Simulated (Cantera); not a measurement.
Thermodynamics of silicon oxide and oxynitride deposition, feed SiCl4 + NO

Charge: 1 mol SiCl4, a varied amount of NO, equilibrated at 1673 K and 75.0 Torr.

These are equilibrium values from Cantera (NASA tables, ideal gas, pure condensed phases), not measurements of a reactor. Candidate condensed phases: Si, SiO2, Si2N2O, Si3N4; 23 gas species. The tables' values for SiCl3 are old estimates; treat these amounts as uncertain. The tables hold silica as quartz up to 1696 K and as liquid above; real silica turns to tridymite and cristobalite and melts near 1996 K. Equilibrium is a limit: real reactors are often held back by kinetics, nucleation or transport.

| n(NO) (mol) | x N2 | x O2 | x Cl2 | x Cl | x SiCl4 | x NO | n SiO2(β-quartz) |
|---|---|---|---|---|---|---|---|
| 1.3 | 0.240 | 4.49e-6 | 0.329 | 0.302 | 0.129 | 6.67e-6 | 0.650 |
| 2.1 | 0.284 | 0.0133 | 0.379 | 0.324 | 5.79e-5 | 0.000394 | 1.000 |
| 3.4 | 0.334 | 0.137 | 0.259 | 0.268 | 2.63e-6 | 0.00137 | 1.000 |
| 5.3 | 0.374 | 0.232 | 0.173 | 0.219 | 6.90e-7 | 0.00189 | 1.000 |
| 8.4 | 0.407 | 0.310 | 0.108 | 0.173 | 2.01e-7 | 0.00228 | 1.000 |
| 13 | 0.432 | 0.365 | 0.0656 | 0.135 | 6.31e-8 | 0.00255 | 1.000 |
| 21 | 0.452 | 0.409 | 0.0362 | 0.1000 | 1.71e-8 | 0.00276 | 1.00 |
x: gas mole fraction; n: condensed amount in mol.

From 1.3 mol NO to 21 mol NO the condensed part is SiO2(β-quartz). The main Si-bearing gas is SiCl4 throughout.
